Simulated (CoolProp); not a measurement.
Computed with CoolProp (reference Helmholtz-energy equation of state, Lemmon 2006). It is a short technical equation, of lower accuracy than the large ones.

Task: For C3F8 (R218), give the phase and the cv (kJ/(kg K)), speed of sound (m/s), Prandtl number at 145.95 °C and 101 kPa.

Result: 
- 145.95 °C and 101 kPa: gas; cv 0.906, speed of sound 139, Prandtl number 0.721

Viscosity comes from a separate model (Huber 2003), an estimate that may be off by 10 % or more. Thermal conductivity comes from a separate model (Huber 2003), an estimate that may be off by 10 % or more.
